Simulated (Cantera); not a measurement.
Feed: 1 mol Si3N4, 0.36 mol CO2, 1.6 mol H2, equilibrated at 1077 °C and 1330 Pa.

Equilibrium computed with Cantera from the NASA thermochemical tables; the gas is ideal and each condensed phase is pure. Candidate condensed phases: C, C6H6, C7H8, C8H18, H2O, Si, SiC, SiO2, Si2N2O, Si3N4; 151 gas species. Mutual solubility and eutectic melting of coexisting phases are not modelled. The numbers say what is thermodynamically allowed, not how fast it happens.

**Question.** What is the equilibrium state?

**Answer.** 
```
Item                                       Result
--------------------------------------  ---------
x(H2)                                       0.769
x(N2)                                       0.231
x(HCN)                                    7.54e-5
x(CO)                                     2.88e-5
x(CH4)                                    2.50e-5
x(H)                                      1.81e-5
n(SiC(s))                               0.360 mol
n(Si2N2O(s))                            0.720 mol
n(Si3N4(s))                             0.400 mol
gas amount                              2.080 mol
log10 activity of C(graphite) (absent)      -0.26
log10 activity of Si(s) (absent)            -2.16
```
